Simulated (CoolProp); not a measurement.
Vapour-liquid equilibrium of dimethyl ether (1) + R227EA (2) at -19.15 °C; x and y are mole fractions of (1).

The numbers come from the multi-fluid Helmholtz-energy mixture model, Wu 2011 and Lemmon 2016; pair parameters Bell 2016 in CoolProp.

**Question.** Give the bubble pressure and the first vapour's composition at x = 0.15, 0.25, 0.55. Is there an azeotrope?

**Answer.** x = 0.15: 0.07871 MPa, y = 0.085; x = 0.25: 0.07386 MPa, y = 0.207; x = 0.55: 0.08369 MPa, y = 0.702. y crosses x between x = 0.25 and 0.35: the model has an azeotrope there.

The pair parameters rest on a limited set of measurements; away from them the model extrapolates.
